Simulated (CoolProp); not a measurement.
A simple Rankine cycle with carbonyl sulfide: condensing at 326.15 K, boiler at 5.14 MPa, turbine inlet 368.3 K, turbine efficiency 0.65, pump efficiency 0.7, no recuperator. Each further row changes one setting.

Computed with CoolProp (reference Helmholtz-energy equation of state, Lemmon 2006). It is a short technical equation, of lower accuracy than the large ones.

```json
[
 {"case": "as stated", "thermal efficiency (%)": "4.9", "net work (kJ/kg)": "9.52", "heat in (kJ/kg)": "193", "turbine exit temperature (K)": "326.1", "volume ratio over the turbine": "2.29"},
 {"case": "turbine inlet 388.3 K", "thermal efficiency (%)": "5.5", "net work (kJ/kg)": "12.7", "heat in (kJ/kg)": "229", "turbine exit temperature (K)": "333.1", "volume ratio over the turbine": "2.07"},
 {"case": "condensing temperature 318.15 K", "thermal efficiency (%)": "6.0", "net work (kJ/kg)": "(withheld)", "heat in (kJ/kg)": "205", "turbine exit temperature (K)": "318.1", "volume ratio over the turbine": "(withheld)"},
 {"case": "boiler pressure 3.6 MPa", "thermal efficiency (%)": "(withheld)", "net work (kJ/kg)": "7.68", "heat in (kJ/kg)": "(withheld)", "turbine exit temperature (K)": "341.1", "volume ratio over the turbine": "1.46"},
 {"case": "turbine efficiency 0.55", "thermal efficiency (%)": "3.8", "net work (kJ/kg)": "(withheld)", "heat in (kJ/kg)": "193", "turbine exit temperature (K)": "326.1", "volume ratio over the turbine": "(withheld)"}
]
```

Problem. Some entries are withheld; supply them.

Solution. 
- condensing temperature 318.15 K, net work (kJ/kg): 12.2
- condensing temperature 318.15 K, volume ratio over the turbine: 2.73
- boiler pressure 3.6 MPa, thermal efficiency (%): 3.3
- boiler pressure 3.6 MPa, heat in (kJ/kg): 233
- turbine efficiency 0.55, net work (kJ/kg): 7.40
- turbine efficiency 0.55, volume ratio over the turbine: 2.31

The expansion ends wet for: as stated; condensing temperature 318.15 K; turbine efficiency 0.55.
